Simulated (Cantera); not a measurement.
Feed: 1 mol n-butane, a varied amount of H2O, at 898 K and 2.33 Torr.

Equilibrium computed with Cantera from the NASA thermochemical tables; the gas is ideal and each condensed phase is pure. Candidate condensed phases: C, C6H6, C7H8, C8H18, H2O; 110 gas species. Kinetics and transport are ignored.

Task: Which condensed phases are stable at each of these points (n(H2O) (mol)): 0.73, 1.2, 1.6, 2.1, 2.5, 2.9, 3.4, 3.8, 4.3, 4.7?

Result: 
```
n(H2O) (mol)  condensed phases  C condensed (%)
------------  ----------------  ---------------
0.73               C(graphite)             81.8
1.2                C(graphite)             70.2
1.6                C(graphite)             60.3
2.1                C(graphite)             47.9
2.5                C(graphite)             38.0
2.9                C(graphite)             28.1
3.4                C(graphite)             15.8
3.8                C(graphite)              5.9
4.3                   gas only              0.0
4.7                   gas only              0.0
```

From 0.73 mol H2O to 3.8 mol H2O the condensed part is C(graphite). From 4.3 mol H2O to 4.7 mol H2O nothing is condensed.
